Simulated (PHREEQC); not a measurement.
1 kg of water holding 0.61 mol NaCl, 0.0035 mol MgSO4, 0.018 mol Na2SO4 and 0.0026 mol K2SO4 is evaporated at 60 °C; the solids stay in contact with the brine. CO2 from the air is kept out. Solids allowed: Arcanite, Bischofite, Bloedite, Brucite, Carnallite, Epsomite, Glaserite, Halite, Hexahydrite, Kainite, Kieserite, Leonite, Mirabilite, Misenite, Schoenite, Sylvite, Thenardite, MgCl2_4H2O. Others were left out.

The numbers come from PHREEQC with the Pitzer model, pitzer.dat.

### Question
Predict ionic strength, water activity at water left (kg) = 0.2082, 0.09502, 0.04335, 0.01337.

### Answer
```
water left (kg)  ionic strength  water activity
---------------  --------------  --------------
0.2082                     3.29           0.890
0.09502                    6.99           0.741
0.04335                    7.58           0.737
0.01337                    8.08           0.731
```

Species that the database lacks are ignored. Constants without temperature data keep their 25 °C values here.
